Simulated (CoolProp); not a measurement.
Vapour-liquid equilibrium of ethylene (1) + 1-butene (2) at 209.1 K; x and y are mole fractions of (1).

The numbers come from the multi-fluid Helmholtz-energy mixture model, Smukala 2000 and Lemmon 2005; pair parameters Bell 2016 in CoolProp.

Problem. Give the bubble pressure and the first vapour's composition at x = 0.55, 0.65, 0.75. Is there an azeotrope?

Solution. x = 0.55: 3.547 bar, y = 0.992; x = 0.65: 4.180 bar, y = 0.994; x = 0.75: 4.816 bar, y = 0.996. No azeotrope shows between x = 0.05 and 0.95.

Pair parameters are fitted to limited data, so mixtures are less certain than the pure fluids.
